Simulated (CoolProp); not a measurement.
C3F8 (R218) at 298.15 K and 0.117 MPa flows at 0.17 m/s in a round tube of 4.6 mm bore and 0.25 µm roughness, fully developed (64/Re and Nu = 3.66 if laminar; Colebrook and Gnielinski if turbulent). Each further row changes one setting.

Values from CoolProp's reference Helmholtz-energy equation of state, Lemmon 2006. It is a short technical equation, of lower accuracy than the large ones.

```tsv
case	Reynolds number	Darcy friction factor	pressure drop (Pa/m)	heat-transfer coefficient (W/(m² K))	mass flow (kg/h)
as stated	___	___	3.18	9.92	___
velocity 0.34 m/s	1150	0.0556	6.35	9.92	___
diameter 9.2 mm	1150	0.0556	0.794	4.96	___
```

Some entries are withheld; supply them.


- as stated, Reynolds number: 576
- as stated, Darcy friction factor: 0.111
- as stated, mass flow (kg/h): 0.0925
- velocity 0.34 m/s, mass flow (kg/h): 0.185
- diameter 9.2 mm, mass flow (kg/h): 0.370

Viscosity comes from a separate model (Huber 2003), an estimate that may be off by 10 % or more. Thermal conductivity comes from a separate model (Huber 2003), an estimate that may be off by 10 % or more.
